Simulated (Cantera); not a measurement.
An isothermal, constant-pressure homogeneous reactor starts with 12.2 % CH₄, 87.8 % H₂O, at 1373 K and 90000 Pa.

Cantera simulation using GRI-Mech 3.0 (53 species, 325 reactions); the numbers are that mechanism's predictions, not measurements.

Problem. Predict: x(CH₄) at 300 s; x(H₂O) at 300 s; x(C₂H₂) at 300 s; x(OH) at 300 s.

Solution. 
- x(CH₄) at 300 s: 0.0188 (gas-phase equilibrium 6.91e-8)
- x(H₂O) at 300 s: 0.613 (gas-phase equilibrium 0.564)
- x(C₂H₂) at 300 s: 0.000981 (gas-phase equilibrium <1e-12)
- x(OH) at 300 s: 7.12e-8 (gas-phase equilibrium 6.12e-8)
